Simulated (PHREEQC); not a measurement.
A solution holds 9.9e-07 mol H4SiO4 and 0.0013 mol Na2CO3 per kg of water, at 25 °C. Closed to the air; pH follows from the charge balance.

Equilibrium calculation in PHREEQC: Pitzer model, pitzer.dat.

No solid was allowed to form.

Question: Order these Si species by the share of Si that they hold, largest first: H4SiO4, H2SiO4-2, H3SiO4-.

Answer: H3SiO4- (85 %), H4SiO4 (14 %), H2SiO4-2 (0.27 %)

The pH is 10.58 and the ionic strength 0.00349 mol/kgw. Complexes and solids missing from the database can't appear.
